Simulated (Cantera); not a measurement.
# Stirred combustor or abatement burner

A perfectly stirred reactor is fed with CH4 : C2H6 : C3H8 : O2 : N2 = 1 : 1.3 : 0.31 : 8.1 : 45.4 (molar parts), equivalence ratio 1.0, at 9.87 atm; it is adiabatic with a 725 K inlet, and is followed from long to short residence time, starting on the burning branch (τ in s: 0.096, 0.033, 0.011, 0.0039, 0.0014, 0.00047, 0.00016, 5.6e-05, 1.9e-05).

Detailed kinetics in Cantera: GRI-Mech 3.0 (53 species, 325 reactions).

| τ (s) | T (K) | x CH4 | x C2H6 | x C3H8 | x CH2 | x N2O | x HCN | x H2O2 |
|---|---|---|---|---|---|---|---|---|
| 0.096 | 2207 | 7.46e-7 | 3.78e-8 | 9.41e-9 | 3.34e-8 | 2.49e-7 | 2.80e-7 | 6.80e-8 |
| 0.033 | 2202 | 1.72e-6 | 1.06e-7 | 2.63e-8 | 8.89e-8 | 2.94e-7 | 5.00e-7 | 8.33e-8 |
| 0.011 | 2192 | 3.64e-6 | 3.02e-7 | 7.34e-8 | 2.27e-7 | 3.73e-7 | 8.37e-7 | 1.14e-7 |
| 0.0039 | 2176 | 6.90e-6 | 7.83e-7 | 1.86e-7 | 5.14e-7 | 4.73e-7 | 1.29e-6 | 1.65e-7 |
| 0.0014 | 2153 | 1.29e-5 | 1.95e-6 | 4.46e-7 | 1.10e-6 | 5.70e-7 | 1.90e-6 | 2.43e-7 |
| 0.00047 | 2118 | 2.67e-5 | 4.98e-6 | 1.09e-6 | 2.35e-6 | 6.39e-7 | 2.82e-6 | 3.65e-7 |
| 0.00016 | 2071 | 6.08e-5 | 1.26e-5 | 2.62e-6 | 4.87e-6 | 6.59e-7 | 4.16e-6 | 5.38e-7 |
| 5.6e-5 | 2003 | 0.000166 | 3.45e-5 | 6.81e-6 | 1.01e-5 | 6.24e-7 | 6.13e-6 | 7.87e-7 |
| 1.9e-5 | 725 | 0.0178 | 0.0232 | 0.00552 | <1e-12 | <1e-12 | <1e-12 | <1e-12 |
x: mole fraction; the columns are a selection and need not sum to one.
